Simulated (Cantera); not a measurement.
Input: 1 mol PbO, 2.6 mol N2, held at 952 °C and 75.0 Torr.

Equilibrium computed with Cantera from the NASA thermochemical tables; the gas is ideal and each condensed phase is pure. Candidate condensed phases: Pb, PbO, PbO2, Pb3O4; 12 gas species. Gases not in the tables: (PbO)n polymers. Rates play no part.

Base state: N2 0.999, PbO 0.00113, Pb 0.000190, O2 9.20e-5 (mole fractions); condensed: PbO(l).

Question: What changes in the equilibrium state with this change: 0.47 mol NH3 added?

Answer: 
| species | before | after |
|---|---|---|
| N2 | 0.999 | 0.792 |
| H2O | 0 | 0.197 |
| Pb | 0.000190 | 0.00935 |
| H2 | 0 | 6.77e-5 |
| O2 | 9.20e-5 | 3.79e-8 |
| PbO | 0.00113 | 0.00113 |
| PbO(l), mol | 0.997 | 0.291 |
| Pb(l), mol | 0 | 0.671 |
Each liquid is taken as pure. Mutual solubility and eutectic melting of coexisting phases are not modelled. Further candidate phases: H2O.
